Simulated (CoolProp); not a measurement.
Vapour-liquid equilibrium of o-xylene (1) + n-nonane (2) at 0.818 MPa; x and y are mole fractions of (1).

The numbers come from the multi-fluid Helmholtz-energy mixture model, Zhou 2012 and Lemmon 2006; pair parameters Bell 2016 in CoolProp.

| x | bubble temperature (K) | y at the bubble point | dew temperature at overall composition x (K) | liquid density (mol/L) |
|---|---|---|---|---|
| 0.05 | 524.2 | 0.057 | 524.3 | … |
| 0.15 | 523.0 | 0.168 | 523.2 | 4.130 |
| 0.25 | 521.8 | … | 522.1 | 4.315 |
| 0.35 | 520.8 | 0.377 | 521.0 | 4.512 |
| 0.45 | 519.9 | … | 520.1 | 4.722 |
| 0.55 | 519.2 | … | 519.3 | 4.947 |
| 0.65 | 518.7 | 0.663 | 518.8 | 5.188 |
| 0.75 | 518.4 | 0.756 | 518.4 | 5.446 |
| 0.85 | 518.2 | 0.850 | 518.2 | … |
| 0.95 | 518.3 | 0.949 | 518.3 | 6.025 |

### Question
Fill in the missing entries.

### Answer

- 0.05, liquid density (mol/L): 3.955
- 0.25, y at the bubble point: 0.275
- 0.45, y at the bubble point: 0.474
- 0.55, y at the bubble point: 0.569
- 0.85, liquid density (mol/L): 5.725

y crosses x between x = 0.85 and 0.95: the model has an azeotrope there.

The pair parameters rest on a limited set of measurements; away from them the model extrapolates.
